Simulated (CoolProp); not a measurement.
Vapour-liquid equilibrium of R1234yf (1) + R1234ze(E) (2) at 0.0303 MPa; x and y are mole fractions of (1).

Values from CoolProp's multi-fluid Helmholtz-energy mixture model, Lemmon 2022 and Thol 2016; pair parameters Bell 2022.

Question: Give the bubble temperature and the first vapour's composition at x = 0.35, 0.65, 0.95. Is there an azeotrope?

Answer: x = 0.35: 225.2 K, y = 0.486; x = 0.65: 222.3 K, y = 0.762; x = 0.95: 219.8 K, y = 0.971. No azeotrope shows between x = 0.05 and 0.95.

Pair parameters are fitted to limited data, so mixtures are less certain than the pure fluids.
